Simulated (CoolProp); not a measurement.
Vapour-liquid equilibrium of cyclohexane (1) + n-octane (2) at 407.2 K; x and y are mole fractions of (1).

The numbers come from the multi-fluid Helmholtz-energy mixture model, Zhou 2014 and Beckmüller 2019; pair parameters Bell 2016 in CoolProp.

```json
[
 {"x": "0.05", "bubble pressure, mixture model (MPa)": "0.1398", "bubble pressure, Raoult's law (MPa)": "0.1407", "y, mixture model": "0.129", "y, Raoult's law": "0.141"},
 {"x": "0.15", "bubble pressure, mixture model (MPa)": "0.1653", "bubble pressure, Raoult's law (MPa)": "0.1676", "y, mixture model": "0.333", "y, Raoult's law": "0.355"},
 {"x": "0.25", "bubble pressure, mixture model (MPa)": "0.1914", "bubble pressure, Raoult's law (MPa)": "0.1945", "y, mixture model": "0.486", "y, Raoult's law": "0.509"},
 {"x": "0.35", "bubble pressure, mixture model (MPa)": "0.2179", "bubble pressure, Raoult's law (MPa)": "0.2214", "y, mixture model": "0.604", "y, Raoult's law": "0.627"},
 {"x": "0.45", "bubble pressure, mixture model (MPa)": "0.2447", "bubble pressure, Raoult's law (MPa)": "0.2483", "y, mixture model": "0.698", "y, Raoult's law": "0.718"},
 {"x": "0.55", "bubble pressure, mixture model (MPa)": "0.2717", "bubble pressure, Raoult's law (MPa)": "0.2752", "y, mixture model": "0.775", "y, Raoult's law": "0.792"},
 {"x": "0.65", "bubble pressure, mixture model (MPa)": "0.2990", "bubble pressure, Raoult's law (MPa)": "0.3022", "y, mixture model": "0.839", "y, Raoult's law": "0.853"},
 {"x": "0.75", "bubble pressure, mixture model (MPa)": "0.3264", "bubble pressure, Raoult's law (MPa)": "0.3291", "y, mixture model": "0.893", "y, Raoult's law": "0.903"},
 {"x": "0.85", "bubble pressure, mixture model (MPa)": "0.3542", "bubble pressure, Raoult's law (MPa)": "0.3560", "y, mixture model": "0.940", "y, Raoult's law": "0.946"},
 {"x": "0.95", "bubble pressure, mixture model (MPa)": "0.3822", "bubble pressure, Raoult's law (MPa)": "0.3829", "y, mixture model": "0.981", "y, Raoult's law": "0.983"}
]
```

The largest gap from Raoult's law is -1.6 % in bubble pressure, at x = 0.25. No azeotrope shows between x = 0.05 and 0.95.

The pair parameters rest on a limited set of measurements; away from them the model extrapolates.
